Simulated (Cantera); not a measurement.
Charge: 1 mol Cu₂O, 2.9 mol CO, 0.4 mol N₂, held at 1298 K and 250000 Pa.

Method: chemical equilibrium by Gibbs-energy minimisation in Cantera with the NASA 1993 tables (ideal gas, pure condensed phases). Candidate condensed phases: C, Cu, CuO, Cu₂O; 27 gas species. Rates play no part.

Base state: CO 0.576, CO₂ 0.303, N₂ 0.121 (mole fractions); condensed: Cu(s).

**Question.** What changes in the equilibrium state with this change: temperature from 1298 K to 2123.15 K?

**Answer.** 
```json
[
 {"species": "CO", "before": "0.576", "after": "0.573"},
 {"species": "CO₂", "before": "0.303", "after": "0.301"},
 {"species": "N₂", "before": "0.121", "after": "0.121"},
 {"species": "Cu", "before": "6.02e-8", "after": "0.00505"},
 {"species": "Cu₂", "before": "<1e-9", "after": "3.09e-5"},
 {"species": "NO", "before": "<1e-9", "after": "1.04e-5"},
 {"species": "Cu(s), mol", "before": "2.00", "after": "0"},
 {"species": "Cu(l), mol", "before": "0", "after": "1.98"}
]
```
